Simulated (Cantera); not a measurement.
Charge: 1 mol C2H5OH, a varied amount of O2, 18 mol N2, at 96.0 mbar.

Cantera equilibrium calculation (NASA polynomials, part measured and part estimated; ideal gas, pure solids and liquids). Candidate condensed phases: C, C6H6, C7H8, C8H18, H2O; 136 gas species. Kinetics and transport are ignored.

Stable condensed phases, one row left out:

```
T in K \ n(O2) in mol
         0.062 0.076 0.092  0.11  0.14  0.17   0.2  0.25   0.3  0.37  0.45  0.54  0.66
   3000      A     A     A     A     A     A     A     A     A     A     A     A     A
   2800      A     A     A     A     A     A     A     A     A     A     A     A     A
   2600      B     B     B     B     A     A     A     A     A     A     A     A     A
   2400      B     B     B     B     B     B     B     B     A     A     A     A     A
   2200      B     B     B     B     B     B     B     B     B     B     A     A     A
   2000      B     B     B     B     B     B     B     B     B     B     A     A     A
   1800      B     B     B     B     B     B     B     B     B     B     B     A     A
   1600      B     B     B     B     B     B     B     B     B     B     B     A     A
   1400      B     B     B     B     B     B     B     B     B     B     B     A     A
   1200      B     B     B     B     B     B     B     B     B     B     B     A     A
   1000      B     B     B     B     B     B     B     B     B     B     B     A     A
    600      B     B     B     B     B     B     B     B     B     B     B     B     B
```

A: gas only; B: C.

Give the row for 800 K.

0.062: C; 0.076: C; 0.092: C; 0.11: C; 0.14: C; 0.17: C; 0.2: C; 0.25: C; 0.3: C; 0.37: C; 0.45: C; 0.54: C; 0.66: C.
